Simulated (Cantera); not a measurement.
Feed: 1 mol SiH4, 0.0094 mol C2H2, 88 mol H2, 0.014 mol C3H8, at 2400 K and 113 Torr.

Cantera equilibrium calculation (NASA polynomials, part measured and part estimated; ideal gas, pure solids and liquids). Candidate condensed phases: C, C6H6, C7H8, C8H18, Si, SiC; 87 gas species. Gases not in the tables: Si2H6 and higher silanes. Kinetics and transport are ignored.

Base state: H2 0.950, H 0.0400, Si 0.00839, SiH 0.000980, SiH2 0.000386, Si2C 0.000368, C2H2 (acetylene) 0.000113, Si2 0.000111 (mole fractions); condensed: gas only.

Task: What changes in the equilibrium state with this change: temperature from 2400 K to 973.15 K?

Result: 
```csv
species,before,after
H2,0.950,1.000
H,0.0400,2.80e-9
Si,0.00839,<1e-9
SiH,0.000980,<1e-9
SiH2,0.000386,<1e-9
Si2C,0.000368,<1e-9
"Si(s), mol",0,0.940
"SiC(s), mol",0,0.0603
```
